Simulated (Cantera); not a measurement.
Feed: 1 mol MgO, 2.9 mol CO, held at 825 K and 0.380 bar.

Cantera equilibrium calculation (NASA polynomials, part measured and part estimated; ideal gas, pure solids and liquids). Candidate condensed phases: C, Mg, MgCO3, MgO; 15 gas species. Rates play no part.

Question: What is the equilibrium state?

Answer: 
```json
{
 "x(CO2)": "0.786",
 "x(CO)": "0.214",
 "n(C(graphite))": "1.28 mol",
 "n(MgO(s))": "1.00 mol",
 "gas_amount": "1.624 mol",
 "log10 activity of MgCO3(s) (absent)": "-2.10",
 "log10 activity of Mg(s) (absent)": "-19.65"
}
```
